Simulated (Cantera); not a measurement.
A closed system holds: 1 mol SiC, 0.012 mol O2, 380 mol H2, 0.42 mol N2O, held at 20.0 Pa.

Method: chemical equilibrium by Gibbs-energy minimisation in Cantera with the NASA 1993 tables (ideal gas, pure condensed phases). Candidate condensed phases: C, C6H6, C7H8, C8H18, H2O, Si, SiC, SiO2, Si2N2O, Si3N4; 151 gas species. The numbers say what is thermodynamically allowed, not how fast it happens. All values below are at 1600 °C.

Base state: H2 0.951, H 0.0445, Si 0.00174, CO 0.00113, N2 0.000961, HCN 0.000220, C2H2 (acetylene) 0.000210, SiC2 2.70e-5 (mole fractions); condensed: SiC(s).

**Question.** What changes in the equilibrium state with this change: SiC replaced by Si3N4?

**Answer.** 
| species | before | after |
|---|---|---|
| H2 | 0.951 | 0.942 |
| H | 0.0445 | 0.0443 |
| Si | 0.00174 | 0.00638 |
| N2 | 0.000961 | 0.00614 |
| CO | 0.00113 | 0 |
| HCN | 0.000220 | 0 |
| C2H2 (acetylene) | 0.000210 | 0 |
| SiC(s), mol | 0.275 | 0 |
